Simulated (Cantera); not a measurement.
A perfectly stirred reactor is fed with CH₄ : CO₂ : H₂ = 1 : 1.1 : 0.54 (molar parts), at 360 Torr; it is held at 1298 K, and followed from long to short residence time.

Detailed kinetics in Cantera: GRI-Mech 3.0 (53 species, 325 reactions).

Problem. Predict: x(CH₄) at τ = 15.0 s; x(CO₂) at τ = 15.0 s; x(H₂) at τ = 15.0 s; x(C₂H₂) at τ = 15.0 s; x(CH₄) at τ = 0.120 s; x(CO₂) at τ = 0.120 s; x(H₂) at τ = 0.120 s; x(C₂H₂) at τ = 0.120 s.

Solution. 
| Property | Value |
|---|---|
| x(CH₄) at τ = 15.0 s | 0.347 |
| x(CO₂) at τ = 15.0 s | 0.360 |
| x(H₂) at τ = 15.0 s | 0.186 |
| x(C₂H₂) at τ = 15.0 s | 0.00882 |
| x(CH₄) at τ = 0.120 s | 0.379 |
| x(CO₂) at τ = 0.120 s | 0.416 |
| x(H₂) at τ = 0.120 s | 0.204 |
| x(C₂H₂) at τ = 0.120 s | 2.97e-6 |
